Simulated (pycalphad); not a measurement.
Computed with pycalphad from the COST 507 light-alloy database (1999), at 1 atm. The data set is of 1999 and partly superseded. Amounts are mole fractions of atoms.

Task: Give the equilibrium state of Ti-23.16Hf-2.06B (at.%) at 777 °C.

Result: hcp, fraction 0.961, with 24.0 Hf, 0.10 B at.%; BM, fraction 0.039, with 1.8 Hf, 50.0 B at.%.

Task: Give the equilibrium state of Ti-23.16Hf-2.06B (at.%) at 1452 °C.

Result: 
```
T = 1725.00 K, P = 101325 Pa, N = 1 mol of atoms
G = -116759 J/mol, H = 45888 J/mol, S = 94.29 J/(mol K)  (SER reference)
chemical potentials (J/mol): Ti -105668, Hf -145420, B -197134
phase             fraction      x(Ti)      x(Hf)       x(B)
BCC_A2              0.9630     0.7588     0.2390     0.0022
BM                  0.0370     0.4609     0.0391     0.5000
```

Database names, with the compositions (at.%) that they take in these runs: BM: Ti 46-50 B 50 Hf 0-4. BCC_A2 is bcc.
